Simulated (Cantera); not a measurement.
An adiabatic, constant-pressure homogeneous reactor starts with CH4 : O2 : N2 = 1 : 1.11 : 8.44 (molar parts), equivalence ratio 1.8, at 1025 K and 1.18 atm. Integrator tolerance rtol = 1e-08.

Cantera simulation using GRI-Mech 3.0 (53 species, 325 reactions); the numbers are that mechanism's predictions, not measurements.

Task: What does this change do: pressure from 1.18 atm to 4.93 atm?

Result: 
| quantity | before | after |
|---|---|---|
| time of steepest temperature rise | 1.59 s | 0.304 s |
| temperature at 2.00 s | 1837 K | 1837 K |
| equilibrium temperature | 1837 K | 1837 K |
| x(CH4) at 2.00 s | 3.87e-5 (gas-phase equilibrium 1.15e-10) | 1.77e-9 (gas-phase equilibrium 1.99e-9) |
| x(O2) at 2.00 s | 4.87e-9 (gas-phase equilibrium 5.07e-9) | 1.23e-9 (gas-phase equilibrium 1.23e-9) |
| x(CH3) at 2.00 s | 1.15e-6 (gas-phase equilibrium 3.51e-12) | 2.65e-11 (gas-phase equilibrium 2.99e-11) |
| x(CO2) at 2.00 s | 0.0180 (gas-phase equilibrium 0.0180) | 0.0180 (gas-phase equilibrium 0.0180) |
| x(H2O2) at 2.00 s | 6.84e-12 (gas-phase equilibrium 7.13e-12) | 7.17e-12 (gas-phase equilibrium 7.17e-12) |

Task: What does this change do: initial temperature 1025 to 1375 K?

Result: 
| quantity | before | after |
|---|---|---|
| time of steepest temperature rise | 1.59 s | 11.0 ms |
| temperature at 2.00 s | 1837 K | 2156 K |
| equilibrium temperature | 1837 K | 2156 K |
| x(CH4) at 2.00 s | 3.87e-5 (gas-phase equilibrium 1.15e-10) | 1.08e-11 (gas-phase equilibrium 1.23e-11) |
| x(O2) at 2.00 s | 4.87e-9 (gas-phase equilibrium 5.07e-9) | 7.55e-7 (gas-phase equilibrium 7.55e-7) |
| x(CH3) at 2.00 s | 1.15e-6 (gas-phase equilibrium 3.51e-12) | 2.89e-12 (gas-phase equilibrium 3.29e-12) |
| x(CO2) at 2.00 s | 0.0180 (gas-phase equilibrium 0.0180) | 0.0154 (gas-phase equilibrium 0.0154) |
| x(H2O2) at 2.00 s | 6.84e-12 (gas-phase equilibrium 7.13e-12) | 2.60e-10 (gas-phase equilibrium 2.60e-10) |
